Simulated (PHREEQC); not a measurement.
A solution holds 0.041 mol/kgw MgSO4, 0.0059 mol/kgw CaCl2 and 0.17 mol/kgw LiCl, at 25 °C. Closed to the air; pH follows from the charge balance.

The numbers come from PHREEQC with the ion-association model, phreeqc.dat.

### Question
The ionic strength comes out as 0.290 mol/kgw. What activity coefficients do Cl-, Li+, SO4-2, Mg+2, Ca+2 get?

### Answer
Cl- 0.69, Li+ 0.74, SO4-2 0.25, Mg+2 0.32, Ca+2 0.29.

No solid was allowed to form. Complexes and solids missing from the database can't appear.
